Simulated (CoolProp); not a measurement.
Values from CoolProp's reference Helmholtz-energy equation of state, Lemmon 2006. It is a short technical equation, of lower accuracy than the large ones.

**Question.** For CH3F (R41), give the phase and the cp (kJ/(kg K)), Joule-Thomson coefficient (K/MPa) at -12.05 °C and 0.101 MPa; 1.55 °C and 0.101 MPa.

**Answer.** 
- -12.05 °C and 0.101 MPa: gas; cp 1.08, Joule-Thomson coefficient 27.1
- 1.55 °C and 0.101 MPa: gas; cp 1.09, Joule-Thomson coefficient 23.1
